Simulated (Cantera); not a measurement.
# Low-pressure radical oxidation in H2/O2

An isothermal, constant-pressure homogeneous reactor starts with H2 : O2 = 0.014 : 1 (molar parts), equivalence ratio 0.0070, at 975 K and 10.00 Torr.

Cantera simulation using GRI-Mech 3.0 (53 species, 325 reactions); the numbers are that mechanism's predictions, not measurements. Radical loss at walls, strong at low pressure, is not modelled.

```json
[
 {"t (s)": "1.00e-5", "x H2": "0.0138", "x O2": "0.986", "x H2O2": "<1e-12", "x HO2": "<1e-12", "x H2O": "<1e-12", "x O": "<1e-12"},
 {"t (s)": "2.46e-5", "x H2": "0.0138", "x O2": "0.986", "x H2O2": "<1e-12", "x HO2": "1.61e-12", "x H2O": "<1e-12", "x O": "<1e-12"},
 {"t (s)": "6.06e-5", "x H2": "0.0138", "x O2": "0.986", "x H2O2": "<1e-12", "x HO2": "3.98e-12", "x H2O": "<1e-12", "x O": "<1e-12"},
 {"t (s)": "0.000149", "x H2": "0.0138", "x O2": "0.986", "x H2O2": "<1e-12", "x HO2": "9.83e-12", "x H2O": "<1e-12", "x O": "3.52e-12"},
 {"t (s)": "0.000367", "x H2": "0.0138", "x O2": "0.986", "x H2O2": "<1e-12", "x HO2": "2.43e-11", "x H2O": "5.12e-12", "x O": "1.63e-11"},
 {"t (s)": "0.000904", "x H2": "0.0138", "x O2": "0.986", "x H2O2": "<1e-12", "x HO2": "6.07e-11", "x H2O": "4.84e-11", "x O": "7.69e-11"},
 {"t (s)": "0.00223", "x H2": "0.0138", "x O2": "0.986", "x H2O2": "<1e-12", "x HO2": "1.58e-10", "x H2O": "5.64e-10", "x O": "5.56e-10"},
 {"t (s)": "0.00548", "x H2": "0.0138", "x O2": "0.986", "x H2O2": "<1e-12", "x HO2": "8.61e-10", "x H2O": "2.65e-8", "x O": "2.14e-8"},
 {"t (s)": "0.0135", "x H2": "0.0136", "x O2": "0.986", "x H2O2": "1.08e-9", "x HO2": "1.91e-6", "x H2O": "0.000152", "x O": "0.000119"},
 {"t (s)": "0.0332", "x H2": "0.000218", "x O2": "0.980", "x H2O2": "4.84e-8", "x HO2": "3.47e-6", "x H2O": "0.0129", "x O": "0.00564"},
 {"t (s)": "0.0817", "x H2": "3.66e-5", "x O2": "0.984", "x H2O2": "2.56e-8", "x HO2": "1.97e-6", "x H2O": "0.0137", "x O": "0.00235"},
 {"t (s)": "0.201", "x H2": "9.28e-6", "x O2": "0.985", "x H2O2": "2.24e-8", "x HO2": "1.05e-6", "x H2O": "0.0138", "x O": "0.000644"},
 {"t (s)": "0.495", "x H2": "1.83e-6", "x O2": "0.986", "x H2O2": "1.76e-8", "x HO2": "4.42e-7", "x H2O": "0.0139", "x O": "0.000136"},
 {"t (s)": "1.22", "x H2": "3.23e-7", "x O2": "0.986", "x H2O2": "1.13e-8", "x HO2": "1.51e-7", "x H2O": "0.0139", "x O": "2.63e-5"},
 {"t (s)": "3.00", "x H2": "5.95e-8", "x O2": "0.986", "x H2O2": "5.76e-9", "x HO2": "4.47e-8", "x H2O": "0.0139", "x O": "5.36e-6"}
]
```
x: mole fraction; the columns are a selection and need not sum to one.

Equilibrium at this temperature and pressure: H2 4.97e-12, O2 0.986, H2O2 3.23e-12, HO2 2.50e-10, H2O 0.0139, O 6.25e-10 (gas phase only).
